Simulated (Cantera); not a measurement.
A Cantera script and what it prints.

```python
import numpy as np
import cantera as ct

gas_names = """
    C CO COS CO2 CS CS2 C2 C2O C3 C3O2 C4 C5 O O2 O3 S SO SO2 SO3 S2 S2O S8
""".split()
cond_names = """
    C(gr) S(cr1) S(cr2) S(L)
""".split()


# ... load() reads the species with a 1 bar reference pressure and builds the phases ...
atoms = {
    'CO2': {'C': 1, 'O': 2},
    'SO2': {'S': 1, 'O': 2},
}
top_T = {'C(gr)': 4500}  # K; cautious upper limits of use, not melting points


# ... equilibrate(T, P, feed) seeds the gas with the atoms and calls Mixture.equilibrate('TP', solver="vcs", rtol=1e-11, max_steps=5000) ...
results = []
T = 2473  # K
P = 280  # Pa
for m in [0.042, 0.055, 0.072, 0.094, 0.12, 0.16, 0.21, 0.28, 0.36, 0.48, 0.62, 0.82]:
    feed = {'CO2': 1, 'SO2': m}  # mol
    mix = equilibrate(T, P, feed)
    results.append((T, P, feed, dict(zip(mix.species_names, mix.species_moles))))

top = {s: max(r[3][s] / sum(r[3][g] for g in gas_names) for r in results) for s in gas_names}
cols = sorted((s for s in top if top[s] > 1e-06), key=lambda s: -top[s])[:5]
seen = [c for c in cond_names if any(r[3].get(c, 0) > 1e-12 for r in results)]
print("log10 of partial pressures in bar; condensed amounts in mol")
print(f"{'n(SO2)':>10s}" + "".join(f"{s[:9]:>10s}" for s in cols + seen))
for T, P, feed, n in results:
    ng = sum(n[g] for g in gas_names)
    print(f"{feed['SO2']:10.4g}" + "".join(f"{np.log10(max(n[s] / ng * P / 1e5, 1e-99)):10.3f}" for s in cols)
          + "".join(f"{n.get(c, 0):10.4g}" for c in seen))
```

Result:

```
log10 of partial pressures in bar; condensed amounts in mol
    n(SO2)        CO       CO2       SO2        O2         O
     0.042    -2.927    -3.098    -4.171    -3.334    -3.564
     0.055    -2.931    -3.103    -4.059    -3.337    -3.566
     0.072    -2.937    -3.110    -3.948    -3.340    -3.567
     0.094    -2.943    -3.119    -3.840    -3.344    -3.569
      0.12    -2.951    -3.130    -3.744    -3.349    -3.572
      0.16    -2.963    -3.145    -3.633    -3.356    -3.575
      0.21    -2.978    -3.164    -3.532    -3.364    -3.579
      0.28    -2.997    -3.188    -3.429    -3.375    -3.585
      0.36    -3.018    -3.215    -3.345    -3.387    -3.591
      0.48    -3.048    -3.253    -3.254    -3.402    -3.598
      0.62    -3.080    -3.293    -3.180    -3.418    -3.606
      0.82    -3.123    -3.345    -3.107    -3.437    -3.616
```

Cantera equilibrium calculation (NASA polynomials, part measured and part estimated; ideal gas, pure solids and liquids).
